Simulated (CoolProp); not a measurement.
Computed with CoolProp (reference Helmholtz-energy equation of state, Thol 2014).

### Question
For diethyl ether, give the phase and the density (kg/m³), cv (kJ/(kg K)), Joule-Thomson coefficient (K/MPa), fugacity coefficient at 274.85 °C and 1.29 MPa; 274.85 °C and 1.43 MPa.

### Answer
- 274.85 °C and 1.29 MPa: gas; density 22.6, cv 2.28, Joule-Thomson coefficient 5.46, fugacity coefficient 0.934
- 274.85 °C and 1.43 MPa: gas; density 25.2, cv 2.28, Joule-Thomson coefficient 5.51, fugacity coefficient 0.927
